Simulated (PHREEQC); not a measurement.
A solution holds 1.1 mol/kgw Na2CO3, 0.073 mol/kgw KCl and 0.12 mol/kgw NaCl, at 5 °C. Closed to the air; pH follows from the charge balance.

Model: Pitzer model, pitzer.dat, run in PHREEQC.

Question: The ionic strength comes out as 3.49 mol/kgw. What activity coefficients do CO3-2, Na+, Cl-, HCO3-, OH- get?

Answer: CO3-2 0.048, Na+ 0.44, Cl- 0.54, HCO3- 0.36, OH- 0.72. Single-ion values are on the MacInnes scale.

This is a speciation only: nothing precipitates in the calculation. Species that the database lacks are ignored. In brines, pH and single-ion activities rest on the MacInnes convention. At this temperature some constants are extrapolated from 25 °C, and those without enthalpy data are left unchanged.
